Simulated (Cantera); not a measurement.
## Low-pressure radical oxidation in H2/O2

An isothermal, constant-pressure homogeneous reactor starts with 0.794 % H2, 99.2 % O2, equivalence ratio 0.0040, at 1300 K and 360 Pa.

Model: the H2/O2 subset of GRI-Mech 3.0, which has no nitrogen chemistry, integrated in Cantera. Radical loss at walls, strong at low pressure, is not modelled.

```json
[
 {"t (s)": "9.00e-5", "x H2": "0.00794", "x O2": "0.992", "x OH": "3.33e-10", "x H": "6.78e-10", "x H2O": "8.17e-12", "x O": "3.36e-10"},
 {"t (s)": "0.000271", "x H2": "0.00794", "x O2": "0.992", "x OH": "1.95e-9", "x H": "1.18e-9", "x H2O": "1.58e-10", "x O": "2.01e-9"},
 {"t (s)": "0.000816", "x H2": "0.00794", "x O2": "0.992", "x OH": "8.71e-9", "x H": "1.91e-9", "x H2O": "2.30e-9", "x O": "9.52e-9"},
 {"t (s)": "0.00246", "x H2": "0.00794", "x O2": "0.992", "x OH": "4.51e-8", "x H": "5.62e-9", "x H2O": "3.28e-8", "x O": "5.46e-8"},
 {"t (s)": "0.00740", "x H2": "0.00793", "x O2": "0.992", "x OH": "8.74e-7", "x H": "9.12e-8", "x H2O": "1.14e-6", "x O": "1.13e-6"},
 {"t (s)": "0.0223", "x H2": "0.00492", "x O2": "0.989", "x OH": "0.00127", "x H": "0.000187", "x H2O": "0.00229", "x O": "0.00210"},
 {"t (s)": "0.0671", "x H2": "2.62e-5", "x O2": "0.984", "x OH": "0.000842", "x H": "0.000227", "x H2O": "0.00738", "x O": "0.00706"},
 {"t (s)": "0.202", "x H2": "2.54e-5", "x O2": "0.985", "x OH": "0.000830", "x H": "0.000218", "x H2O": "0.00739", "x O": "0.00687"},
 {"t (s)": "0.608", "x H2": "2.35e-5", "x O2": "0.985", "x OH": "0.000799", "x H": "0.000193", "x H2O": "0.00742", "x O": "0.00633"},
 {"t (s)": "1.83", "x H2": "1.89e-5", "x O2": "0.987", "x OH": "0.000716", "x H": "0.000137", "x H2O": "0.00750", "x O": "0.00503"},
 {"t (s)": "5.51", "x H2": "1.08e-5", "x O2": "0.989", "x OH": "0.000544", "x H": "5.89e-5", "x H2O": "0.00764", "x O": "0.00285"},
 {"t (s)": "16.6", "x H2": "3.61e-6", "x O2": "0.991", "x OH": "0.000314", "x H": "1.11e-5", "x H2O": "0.00780", "x O": "0.000931"},
 {"t (s)": "50.0", "x H2": "7.24e-7", "x O2": "0.992", "x OH": "0.000141", "x H": "9.86e-7", "x H2O": "0.00790", "x O": "0.000185"}
]
```
x: mole fraction; the columns are a selection and need not sum to one.

Equilibrium at this temperature and pressure: H2 1.16e-8, O2 0.992, OH 1.79e-5, H 2.00e-9, H2O 0.00796, O 2.96e-6 (gas phase only).
